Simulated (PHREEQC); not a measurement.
0.18 g of hydrous ferric oxide (600 m²/g; 0.2 weak and 0.005 strong sites per Fe, Dzombak-Morel constants, diffuse double layer) in 1 kg of water with 0.05 mol/kgw of an inert sodium salt and 0.011 mmol/kgw CaCl2, at 25 °C; the pH is set by adding NaOH or the inert anion's acid. Oxygen is held at 0.21 atm. No CO2 enters from the air. Precipitation was switched off in this run.

Base run: PHREEQC, ion-association model, wateq4f.dat. Each further column changes one thing. The table gives surface charge σ (C/m²).

```
pH       base  background salt from 0.05 to 0.005 mol/kgw  oxide from 0.18 to 0.9 g/kgw  0.001 mol/kgw ZnCl2 added
-----  ------  ------------------------------------------  ----------------------------  -------------------------
4       0.294                                       0.183                         0.294                      0.296
4.67    0.218                                       0.116                         0.219                      0.222
5.33    0.146                                       0.069                         0.146                      0.151
6       0.089                                       0.038                         0.089                      0.099
6.67    0.049                                       0.019                         0.049                      0.084
7.33    0.022                                       0.008                         0.022                      0.086
8.67   -0.014                                      -0.005                        -0.015                      0.070
9.33   -0.035                                      -0.013                        -0.038                      0.037
10     -0.069                                      -0.028                        -0.073                      0.011
10.67  -0.119                                      -0.055                        -0.124                     -0.010
11.33  -0.186                                      -0.105                        -0.194                     -0.040
12     -0.267                                      -0.205                        -0.279                     -0.119
```

 In at least one series the solution becomes supersaturated in solids that the run did not let form, among them Zn(OH)2-a, Zn5(OH)8Cl2.
